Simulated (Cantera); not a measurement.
A closed system holds: 1 mol B, 1.3 mol H₂, 3.9 mol N₂, held at 1648.15 K and 0.133 bar.

These are equilibrium values from Cantera (NASA tables, ideal gas, pure condensed phases), not measurements of a reactor. Candidate condensed phases: B, BN; 15 gas species. Equilibrium is a limit: real reactors are often held back by kinetics, nucleation or transport.

Base state: N₂ 0.723, H₂ 0.277, H 0.000128 (mole fractions); condensed: BN(s).

**Question.** What changes in the equilibrium state with this change: 0.63 mol HF added?

**Answer.** 
```tsv
species	before	after
N₂	0.723	0.654
H₂	0.277	0.293
BF₃	0	0.0318
HF	0	0.0191
BF₂	0	0.000899
BHF₂	0	0.000898
BN(s), mol	1.00	0.821
```
The tables' values for BF₂ are old estimates; treat these amounts as uncertain.
